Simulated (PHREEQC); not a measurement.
A PHREEQC input (ion-association model, wateq4f.dat):

```
SOLUTION 1
  temp 25
  units mg/kgw
  pH 8.65 charge
  pe 1.1
  Na 2080
  K 184
  Ca 57.1
  Mg 36.2
  Cl 3280
  S(6) 500 as SO4
  Alkalinity 2.55 as HCO3
  Si 1.24 as SiO2
  F 0.242
END
USE solution 1
EQUILIBRIUM_PHASES 1
  Gypsum 0 0
  CO2(g) -3.4 10
END
```

It stops with these messages:

```
ERROR: pH adustment cannot attain charge balance when alkalinity is fixed.
ERROR: Program terminating due to input errors.
```

The fault: pH asked from the charge balance while alkalinity is fixed. The line should read `pH 8.65` where the input has `pH 8.65 charge`. With the mend the run ends at pH 6.72 and ionic strength 0.107 mol/kgw.
